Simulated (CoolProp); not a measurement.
Vapour-liquid equilibrium of R152A (1) + isobutane (2) at -36.05 °C; x and y are mole fractions of (1).

The numbers come from the multi-fluid Helmholtz-energy mixture model, Outcalt 1996 and Bücker 2006; pair parameters Bell 2016 in CoolProp.

| x | bubble pressure, mixture model (MPa) | bubble pressure, Raoult's law (MPa) | y, mixture model | y, Raoult's law |
|---|---|---|---|---|
| 0.05 | 0.04458 | 0.03610 | 0.249 | 0.080 |
| 0.15 | 0.05763 | 0.03837 | 0.463 | 0.225 |
| 0.25 | 0.06495 | 0.04064 | 0.555 | 0.355 |
| 0.35 | 0.06879 | 0.04291 | 0.603 | 0.470 |
| 0.45 | 0.07065 | 0.04518 | 0.630 | 0.574 |
| 0.55 | 0.07149 | 0.04745 | 0.649 | 0.668 |
| 0.65 | 0.07181 | 0.04971 | 0.666 | 0.754 |
| 0.75 | 0.07158 | 0.05198 | 0.690 | 0.832 |
| 0.85 | 0.06997 | 0.05425 | 0.739 | 0.903 |
| 0.95 | 0.06417 | 0.05652 | 0.861 | 0.969 |

The largest gap from Raoult's law is +60.3 % in bubble pressure, at x = 0.35. y crosses x between x = 0.65 and 0.75: the model has an azeotrope there.

The pair parameters rest on a limited set of measurements; away from them the model extrapolates. With so large a gap from Raoult's law the liquid may split in two, which this calculation doesn't test in full.
